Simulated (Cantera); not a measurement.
Input: 1 mol Si, 1.1 mol H2, at 3.90 bar.

Cantera equilibrium calculation (NASA polynomials, part measured and part estimated; ideal gas, pure solids and liquids). Candidate condensed phases: Si; 9 gas species. Equilibrium is a limit: real reactors are often held back by kinetics, nucleation or transport. All values below are at 898 K.

Base state: H2 1.000 (mole fractions); condensed: Si(s).

Question: What changes in the equilibrium state with this change: 0.09 mol Cl2 added?

Answer: 
```json
[
 {"species": "H2", "before": "1.000", "after": "0.951"},
 {"species": "SiHCl3", "before": "0", "after": "0.0242"},
 {"species": "SiCl4", "before": "0", "after": "0.0194"},
 {"species": "SiH2Cl2", "before": "0", "after": "0.00286"},
 {"species": "HCl", "before": "0", "after": "0.00212"},
 {"species": "SiH3Cl", "before": "0", "after": "8.22e-5"},
 {"species": "Si(s), mol", "before": "1.000", "after": "0.947"}
]
```
The tables' values for SiCl3 are old estimates; treat these amounts as uncertain.
